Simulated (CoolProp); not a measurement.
A single-stage vapour-compression cycle with ammonia: evaporating at 226.15 K (dew point), condensing at 259.15 K (bubble point), superheat 0 K, subcooling 8 K, compressor efficiency 0.7, no pressure losses. Each further row changes one setting.

Computed with CoolProp (reference Helmholtz-energy equation of state, Gao 2020).

| case | cooling COP | pressure ratio | discharge temperature (K) | refrigerating effect (kJ/kg) | volumetric capacity (kJ/m³) |
|---|---|---|---|---|---|
| as stated | 4.23 | 5.07 | 371.9 | 1300 | 581 |
| evaporating temperature 231.15 K | 5.23 | 3.83 | 350.1 | (withheld) | (withheld) |
| condensing temperature 254.15 K | 5.09 | 4.09 | 350.0 | 1320 | 591 |
| subcooling 13 K | (withheld) | 5.07 | 371.9 | 1320 | 591 |
| superheat 10 K | 4.10 | 5.07 | (withheld) | 1320 | (withheld) |
| compressor efficiency 0.6 | (withheld) | 5.07 | (withheld) | 1300 | 581 |

Q: Some entries are withheld; supply them.

A: 
- evaporating temperature 231.15 K, refrigerating effect (kJ/kg): 1310
- evaporating temperature 231.15 K, volumetric capacity (kJ/m³): 759
- subcooling 13 K, cooling COP: 4.30
- superheat 10 K, discharge temperature (K): 387.6
- superheat 10 K, volumetric capacity (kJ/m³): 564
- compressor efficiency 0.6, cooling COP: 3.62
- compressor efficiency 0.6, discharge temperature (K): 394.2
